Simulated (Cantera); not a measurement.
An adiabatic, constant-volume homogeneous reactor starts with 13.7 % CO, 5.34 % H₂, 17.0 % O₂, 64.0 % N₂, equivalence ratio 0.56, at 975 K and 3.45 atm.

Computed with Cantera and GRI-Mech 3.0 (53 species, 325 reactions). The hydrogen kinetics of GRI-Mech 3.0 are dated; newer H2 mechanisms differ, most at raised pressure.

Question: Predict: time of steepest temperature rise; temperature at 0.600 s; equilibrium temperature; x(CO) at 0.600 s; x(H₂) at 0.600 s; x(O₂) at 0.600 s; x(H₂O₂) at 0.600 s; x(H₂O) at 0.600 s; x(OH) at 0.600 s.

Answer: time of steepest temperature rise: 8.10 ms
temperature at 0.600 s: 2585 K
equilibrium temperature: 2585 K
x(CO) at 0.600 s: 0.00994 (gas-phase equilibrium 0.00994)
x(H₂) at 0.600 s: 0.000603 (gas-phase equilibrium 0.000603)
x(O₂) at 0.600 s: 0.0770 (gas-phase equilibrium 0.0770)
x(H₂O₂) at 0.600 s: 3.71e-7 (gas-phase equilibrium 3.71e-7)
x(H₂O) at 0.600 s: 0.0546 (gas-phase equilibrium 0.0546)
x(OH) at 0.600 s: 0.00631 (gas-phase equilibrium 0.00631)
